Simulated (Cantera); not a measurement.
An isothermal, constant-pressure homogeneous reactor starts with NO : N2 = 1 : 0.65 (molar parts), at 1575 K and 42.0 Torr. Integrator tolerance rtol = 1e-08.

Cantera simulation using GRI-Mech 3.0 (53 species, 325 reactions); the numbers are that mechanism's predictions, not measurements.

### Question
What does this change do: temperature 1575 to 1925 K?

### Answer
| quantity | before | after |
|---|---|---|
| x(NO) at 4.00 s | 0.602 (gas-phase equilibrium 0.00197) | 0.446 (gas-phase equilibrium 0.00695) |
| x(NO2) at 4.00 s | 8.63e-5 (gas-phase equilibrium 2.40e-6) | 0.000126 (gas-phase equilibrium 3.85e-6) |
| x(N2O) at 4.00 s | 0.000121 (gas-phase equilibrium 2.62e-8) | 6.84e-5 (gas-phase equilibrium 8.73e-8) |
| x(O) at 4.00 s | 4.21e-6 (gas-phase equilibrium 2.50e-5) | 0.000477 (gas-phase equilibrium 0.000855) |
| x(N2) at 4.00 s | 0.396 (gas-phase equilibrium 0.696) | 0.474 (gas-phase equilibrium 0.693) |
| x(O2) at 4.00 s | 0.00183 (gas-phase equilibrium 0.302) | 0.0794 (gas-phase equilibrium 0.299) |
